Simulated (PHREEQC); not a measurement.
Make-up at 25 °C: 95 mmol/kgw HF, 6.5 mmol/kgw (CH3)4NF, 9.3 mmol/kgw H2SiF6 and 1.4 mmol/kgw HCl. Closed to the air; pH follows from the charge balance.

Equilibrium calculation in PHREEQC: ion-association model, phreeqc.dat.

This is a speciation only: nothing precipitates in the calculation.

Question: Order these F species by the share of F that they hold, largest first: F-, HF, SiF6-2, HF2-.

Answer: HF (60 %), SiF6-2 (35 %), F- (2.8 %), HF2- (2.0 %)

The pH is 1.77 and the ionic strength 0.0354 mol/kgw. Species that the database lacks are ignored. (CH3)4N+ isn't in the database: it is added as a free cation with an ion size of 4 Å. SiF6-2 is the database's only silicon fluoride.
